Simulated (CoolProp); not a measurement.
A closed Brayton cycle with dry air: compressor inlet 310.15 K and 1.2 MPa, high pressure 2.78 MPa, turbine inlet 620 K, compressor efficiency 0.89, turbine efficiency 0.9, recuperator effectiveness 0.9 (on enthalpy, no pinch check). Each further row changes one setting.

Values from CoolProp's reference Helmholtz-energy equation of state, Lemmon 2000. It is a pseudo-pure fit of the blend.

| case | thermal efficiency (%) | net work (kJ/kg) | compressor to turbine work | compressor exit (K) | turbine exit (K) |
|---|---|---|---|---|---|
| as stated | 19.4 | 25.8 | 0.79 | 404.9 | 504.4 |
| turbine inlet 570 K | 13.4 | 15.9 | 0.86 | 404.9 | [?] |
| compressor inlet 320.15 K | 17.3 | [?] | 0.81 | 417.8 | 504.4 |
| high pressure 2.36 MPa | 21.5 | 24.8 | 0.75 | 384.6 | 525.1 |
| recuperator effectiveness 0.5 | [?] | 25.8 | 0.79 | 404.9 | 504.4 |

Problem. What belongs in the gaps?

Solution. 
- turbine inlet 570 K, turbine exit (K): 462.8
- compressor inlet 320.15 K, net work (kJ/kg): 22.7
- recuperator effectiveness 0.5, thermal efficiency (%): 14.8
